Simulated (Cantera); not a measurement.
A perfectly stirred reactor is fed with 28.1 % H2, 71.9 % O2, equivalence ratio 0.20, at 0.0240 bar; it is held at 1223 K, and followed from long to short residence time.

Computed with Cantera and GRI-Mech 3.0 (53 species, 325 reactions). Radical loss at walls, strong at low pressure, is not modelled. The temperature is held fixed by assumption; the heat of reaction is taken as removed at once.

Predict: x(H2) at τ = 6.10 s; x(O2) at τ = 6.10 s; x(H2O) at τ = 6.10 s; x(O) at τ = 6.10 s; x(H2O2) at τ = 6.10 s; x(H2) at τ = 0.120 s; x(O2) at τ = 0.120 s; x(H2O) at τ = 0.120 s; x(O) at τ = 0.120 s; x(H2O2) at τ = 0.120 s.


| Item | Value |
|---|---|
| x(H2) at τ = 6.10 s | 0.000181 |
| x(O2) at τ = 6.10 s | 0.673 |
| x(H2O) at τ = 6.10 s | 0.325 |
| x(O) at τ = 6.10 s | 0.000405 |
| x(H2O2) at τ = 6.10 s | 2.95e-7 |
| x(H2) at τ = 0.120 s | 0.00227 |
| x(O2) at τ = 0.120 s | 0.667 |
| x(H2O) at τ = 0.120 s | 0.319 |
| x(O) at τ = 0.120 s | 0.00549 |
| x(H2O2) at τ = 0.120 s | 8.80e-7 |
